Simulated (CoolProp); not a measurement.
Vapour-liquid equilibrium of R134a (1) + R1234ze(E) (2) at 15 kPa; x and y are mole fractions of (1).

Model: multi-fluid Helmholtz-energy mixture model, Tillner-Roth 1994 and Thol 2016; pair parameters Bell 2022, in CoolProp.

```tsv
x	bubble temperature, mixture model (K)	bubble temperature, Raoult's law (K)	y, mixture model	y, Raoult's law
0.05	217.0	217.4	0.089	0.069
0.125	216.2	216.9	0.200	0.168
0.2	215.5	216.4	0.294	0.262
0.275	214.9	216.0	0.376	0.350
0.35	214.5	215.6	0.449	0.433
0.425	214.0	215.1	0.517	0.512
0.5	213.7	214.7	0.582	0.587
0.575	213.4	214.3	0.644	0.658
0.65	213.1	213.9	0.705	0.726
0.725	212.9	213.6	0.766	0.790
0.8	212.7	213.2	0.828	0.851
0.875	212.5	212.8	0.891	0.909
0.95	212.3	212.5	0.956	0.964
```

The largest gap from Raoult's law is -1.1 K in bubble temperature, at x = 0.35. No azeotrope shows between x = 0.05 and 0.95.

Pair parameters are fitted to limited data, so mixtures are less certain than the pure fluids.
